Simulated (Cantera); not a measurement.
Input (Python, Cantera) and output of one run.

```python
import numpy as np
import cantera as ct

gas_names = """
    H HO2 H2 H2O H2O2 Hg O OH O2 O3
""".split()
cond_names = """
    H2O(s) H2O(L) Hg(cr) Hg(L) HgO(s)
""".split()


def load(file, names, dense=False):
    # The tables refer to 1 bar. Condensed volumes are neglected.
    table = {s.name: s for s in ct.Species.list_from_file(file)}
    out = []
    for n in names:
        d = dict(table[n].input_data)
        d["thermo"] = dict(d["thermo"], **{"reference-pressure": 1e5})
        if dense:
            d["equation-of-state"] = {"model": "constant-volume", "density": "1e6 g/cm^3"}
        out.append(ct.Species.from_dict(d))
    return out


gas = ct.Solution(thermo="ideal-gas", species=load("nasa_gas.yaml", gas_names))
cond = {s.name: ct.Solution(thermo="fixed-stoichiometry", species=[s], name=s.name)
        for s in load("nasa_condensed.yaml", cond_names, dense=True)}
atoms = {
    'Hg': {'Hg': 1},
    'O2': {'O': 2},
    'H2': {'H': 2},
}
top_T = {}  # K; cautious upper limits of use, not melting points


def equilibrate(T, P, feed):
    n = {}
    for name, mol in feed.items():
        for a, k in atoms[name].items():
            n[a] = n.get(a, 0.0) + k * mol
    gas.TPX = T, P, n
    mass = sum(n.values()) * gas.mean_molecular_weight
    gas.equilibrate("TP")
    valid = [c for c in cond.values() if c.min_temp <= T <= top_T.get(c.name, c.max_temp)]
    mix = ct.Mixture([(gas, mass / gas.mean_molecular_weight)] + [(c, 0.0) for c in valid])
    mix.T, mix.P = T, P
    mix.equilibrate("TP", solver="vcs", rtol=1e-11, max_steps=5000)
    return mix


results = []
feed = {'Hg': 1, 'O2': 0.36, 'H2': 0.19}  # mol
T = 773.15  # K
P = 101325  # Pa
mix = equilibrate(T, P, feed)
results.append((T, P, feed, dict(zip(mix.species_names, mix.species_moles))))
x = sorted(zip(gas.X, gas.species_names), reverse=True)
print(f"T = {T:g} K  P = {P:g} Pa  gas = {mix.phase_moles(0):.4g} mol")
print("   x: " + "  ".join(f"{s} {v:.3e}" for v, s in x if v > 1e-06))
print("   condensed (mol): " + ("  ".join(f"{mix.phase(i).name} {mix.phase_moles(i):.4g}"
      for i in range(1, mix.n_phases) if mix.phase_moles(i) > 1e-12) or "none"))
```

Result:

```
T = 773.15 K  P = 101325 Pa  gas = 1.455 mol
   x: Hg 6.873e-01  O2 1.821e-01  H2O 1.306e-01
   condensed (mol): none
```

Cantera equilibrium calculation (NASA polynomials, part measured and part estimated; ideal gas, pure solids and liquids).
